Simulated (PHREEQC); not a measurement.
# Hard or scaling water: speciation

A solution holds 9.5 mmol/kgw MgCl2, 8.4 mmol/kgw CO2 and 0.021 mmol/kgw H4SiO4, at 25 °C. Closed to the air; pH follows from the charge balance.

Model: ion-association model, phreeqc.dat, run in PHREEQC.

Each row changes one thing in this solution. No solid was allowed to form.

| case | pH | MgOH+ (mol/kgw) | H3SiO4- (mol/kgw) | SI of Quartz (SiO2) |
|---|---|---|---|---|
| as made | 4.20 | 3.46e-10 | 5.77e-11 | -0.69 |
| 0.00018 mol/kgw Zn(NO3)2 added | 4.20 | 3.43e-10 | 5.75e-11 | -0.69 |
| temperature from 25 to 60 °C | 4.16 | 5.25e-9 | 1.44e-10 | -1.16 |
| CO2 replaced by (NH4)2CO3 at the same molality | 9.12 | 2.35e-5 | 4.01e-6 | -0.79 |
| CO2 left out | 6.74 | 1.21e-7 | 2.02e-8 | -0.69 |

Constants without temperature data keep their 25 °C values here.
